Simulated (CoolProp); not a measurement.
Vapour-liquid equilibrium of isohexane (1) + n-hexane (2) at 0.0283 MPa; x and y are mole fractions of (1).

The numbers come from the multi-fluid Helmholtz-energy mixture model, Lemmon 2006 and Thol 2019; pair parameters Bell 2016 in CoolProp.

```tsv
x	bubble temperature, mixture model (°C)	bubble temperature, Raoult's law (°C)	y, mixture model	y, Raoult's law
0.05	32.6	32.6	0.069	0.068
0.2	31.1	31.3	0.260	0.257
0.35	29.8	30.0	0.430	0.427
0.5	28.5	28.8	0.581	0.582
0.65	27.4	27.6	0.718	0.721
0.8	26.3	26.5	0.844	0.848
0.95	25.4	25.4	0.962	0.964
```

The largest gap from Raoult's law is -0.3 K in bubble temperature, at x = 0.5. No azeotrope shows between x = 0.05 and 0.95.

Pair parameters are fitted to limited data, so mixtures are less certain than the pure fluids.
